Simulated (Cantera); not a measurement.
# H2S + O2 (abatement and gas-phase synthesis)

A closed system holds: 1 mol H2S, 0.25 mol O2, at 0.000860 bar.

Method: chemical equilibrium by Gibbs-energy minimisation in Cantera with the NASA 1993 tables (ideal gas, pure condensed phases). Candidate condensed phases: H2O, H2SO4, S; 19 gas species. The numbers say what is thermodynamically allowed, not how fast it happens.

```json
[
 {"T (°C)": "2625", "log p H": "-3.32", "log p S": "-3.64", "log p O": "-4.04", "log p SO": "-4.52", "log p H2": "-4.75"},
 {"T (°C)": "2650", "log p H": "-3.32", "log p S": "-3.64", "log p O": "-4.02", "log p SO": "-4.58", "log p H2": "-4.82"},
 {"T (°C)": "2675", "log p H": "-3.31", "log p S": "-3.63", "log p O": "-4.01", "log p SO": "-4.64", "log p H2": "-4.88"},
 {"T (°C)": "2700", "log p H": "-3.31", "log p S": "-3.63", "log p O": "-3.99", "log p SO": "-4.71", "log p H2": "-4.95"},
 {"T (°C)": "2725", "log p H": "-3.31", "log p S": "-3.63", "log p O": "-3.98", "log p SO": "-4.77", "log p H2": "-5.02"},
 {"T (°C)": "2750", "log p H": "-3.31", "log p S": "-3.63", "log p O": "-3.97", "log p SO": "-4.84", "log p H2": "-5.08"},
 {"T (°C)": "2775", "log p H": "-3.31", "log p S": "-3.62", "log p O": "-3.96", "log p SO": "-4.90", "log p H2": "-5.15"},
 {"T (°C)": "2800", "log p H": "-3.31", "log p S": "-3.62", "log p O": "-3.95", "log p SO": "-4.97", "log p H2": "-5.21"},
 {"T (°C)": "2825", "log p H": "-3.31", "log p S": "-3.62", "log p O": "-3.95", "log p SO": "-5.03", "log p H2": "-5.27"},
 {"T (°C)": "2850", "log p H": "-3.31", "log p S": "-3.62", "log p O": "-3.94", "log p SO": "-5.10", "log p H2": "-5.33"},
 {"T (°C)": "2875", "log p H": "-3.31", "log p S": "-3.62", "log p O": "-3.94", "log p SO": "-5.16", "log p H2": "-5.39"},
 {"T (°C)": "2900", "log p H": "-3.31", "log p S": "-3.62", "log p O": "-3.93", "log p SO": "-5.23", "log p H2": "-5.45"},
 {"T (°C)": "2925", "log p H": "-3.31", "log p S": "-3.62", "log p O": "-3.93", "log p SO": "-5.29", "log p H2": "-5.51"},
 {"T (°C)": "2950", "log p H": "-3.31", "log p S": "-3.61", "log p O": "-3.93", "log p SO": "-5.36", "log p H2": "-5.57"}
]
```
log p: log10 of the partial pressure in bar; nothing condenses.

From 2625 °C to 2950 °C nothing is condensed.
